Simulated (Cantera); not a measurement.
Input (Python, Cantera):

```python
import numpy as np
import cantera as ct

gas = ct.Solution("h2o2.yaml")
gas.TPX = 375, 500000, {'H2': 1, 'O2': 1.02, 'N2': 3.84}
inlet = ct.Reservoir(gas, clone=True)
gas.equilibrate("HP")  # start burning
reactor = ct.IdealGasConstPressureReactor(gas, energy="on", clone=False)
exhaust = ct.Reservoir(gas, clone=True)
tau = [0.035, 0.015, 0.0066, 0.0028, 0.0012, 0.00052, 0.00023, 9.7e-05, 4.2e-05, 1.8e-05, 7.7e-06][0]
for a, b in ((inlet, reactor), (reactor, exhaust)):
    ct.MassFlowController(a, b, mdot=lambda t: reactor.mass / tau)
net = ct.ReactorNet([reactor])
show = ['H2', 'O2', 'H2O', 'O', 'H', 'H2O2', 'HO2']

rows = []
print(f"{'tau/s':>10s}{'T/K':>9s}" + "".join(f"{s:>11s}" for s in show))
for tau in [0.035, 0.015, 0.0066, 0.0028, 0.0012, 0.00052, 0.00023, 9.7e-05, 4.2e-05, 1.8e-05, 7.7e-06]:
    net.initial_time = 0.0
    net.advance(30 * tau)
    before = gas.X
    net.advance(40 * tau)
    drift = np.max(np.abs(gas.X - before) / (gas.X + 1e-9))
    rows.append([gas.T, *gas[show].X, drift])
    print(f"{tau:10.3e}{gas.T:9.1f}" + "".join(f"{x:11.3e}" for x in gas[show].X))
```

Output:

```
     tau/s      T/K         H2         O2        H2O          O          H       H2O2        HO2
 3.500e-02   1685.8  8.381e-05  9.688e-02  1.862e-01  2.904e-05  2.342e-06  2.423e-07  3.158e-06
 1.500e-02   1684.5  1.481e-04  9.686e-02  1.860e-01  4.911e-05  5.192e-06  3.521e-07  5.329e-06
 6.600e-03   1682.6  2.567e-04  9.683e-02  1.858e-01  8.350e-05  1.144e-05  5.055e-07  8.990e-06
 2.800e-03   1679.6  4.552e-04  9.681e-02  1.854e-01  1.473e-04  2.639e-05  7.309e-07  1.551e-05
 1.200e-03   1674.7  8.004e-04  9.680e-02  1.848e-01  2.593e-04  6.048e-05  1.040e-06  2.629e-05
 5.200e-04   1666.8  1.395e-03  9.685e-02  1.838e-01  4.518e-04  1.366e-04  1.460e-06  4.330e-05
 2.300e-04   1654.3  2.395e-03  9.699e-02  1.823e-01  7.661e-04  2.994e-04  2.028e-06  6.836e-05
 9.700e-05   1632.0  4.261e-03  9.741e-02  1.796e-01  1.298e-03  6.716e-04  2.907e-06  1.063e-04
 4.200e-05   1595.0  7.598e-03  9.845e-02  1.751e-01  2.033e-03  1.410e-03  4.313e-06  1.562e-04
 1.800e-05   1527.3  1.474e-02  1.014e-01  1.662e-01  2.787e-03  2.741e-03  7.251e-06  2.255e-04
 7.700e-06    375.0  1.706e-01  1.741e-01  1.769e-16  4.187e-24  2.455e-28  4.084e-19  8.168e-19
```

Cantera simulation using the H2/O2 subset of GRI-Mech 3.0, which has no nitrogen chemistry; the numbers are that mechanism's predictions, not measurements. The hydrogen kinetics of GRI-Mech 3.0 are dated; newer H2 mechanisms differ, most at raised pressure.
